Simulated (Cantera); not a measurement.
Feed: 1 mol Al, 280 mol NH3, 120 mol H2, held at 13.0 Pa.

Cantera equilibrium calculation (NASA polynomials, part measured and part estimated; ideal gas, pure solids and liquids). Candidate condensed phases: Al, AlN; 13 gas species. Equilibrium is a limit: real reactors are often held back by kinetics, nucleation or transport.

### Question
At 1377 °C, list the 5 most abundant gas species with their mole fractions, and the condensed phases.

### Answer
H2 0.787, N2 0.205, H 0.00707, Al 0.00145, AlH 1.04e-5. Condensed: gas only.
